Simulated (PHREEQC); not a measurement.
Consider water at 20 °C with 0.098 mol/kgw NiSO4, 0.00026 mol/kgw KCl and 0.67 mol/kgw NiCl2. Closed to the air; pH follows from the charge balance.

Model: ion-association model, wateq4f.dat, run in PHREEQC.

No solid was allowed to form.

Q: What pH, activity of water, ionic strength does the model give?

A: pH 5.54; activity of water 0.974; ionic strength 1.14 mol/kgw.

Q: In which forms is Cl present?

A: Cl- 57 %, NiCl2 29 %, NiCl+ 14 % of the Cl.

Caution: at this ionic strength the ion-association model is outside its range; a Pitzer model would be the better tool where its parameters exist.
